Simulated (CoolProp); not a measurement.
Vapour-liquid equilibrium of propane (1) + n-butane (2) at 195.3 K; x and y are mole fractions of (1).

Model: multi-fluid Helmholtz-energy mixture model, Lemmon 2009 and Bücker 2006; pair parameters Kunz 2012, in CoolProp.

```
x      bubble pressure (MPa)  y at the bubble point  dew pressure at overall composition x (MPa)  liquid density (mol/L)
-----  ---------------------  ---------------------  -------------------------------------------  ----------------------
0.05                0.002000                  0.367                                     0.001395                   11.78
0.125               0.003014                  0.613                                     0.001503                   11.93
0.2                 0.004038                  0.736                                     0.001628                   12.09
0.275               0.005069                  0.809                                     0.001777                   12.26
0.35                0.006102                  0.858                                     0.001955                   12.42
0.425               0.007137                  0.892                                     0.002173                   12.59
0.5                 0.008170                  0.918                                     0.002445                   12.77
0.575               0.009201                  0.938                                     0.002796                   12.95
0.65                 0.01023                  0.954                                     0.003264                   13.14
0.725                0.01126                  0.967                                     0.003922                   13.33
0.8                  0.01228                  0.978                                     0.004912                   13.52
0.875                0.01331                  0.987                                     0.006574                   13.72
0.95                 0.01433                  0.995                                     0.009940                   13.93
```

No azeotrope shows between x = 0.05 and 0.95.

The pair parameters rest on a limited set of measurements; away from them the model extrapolates.
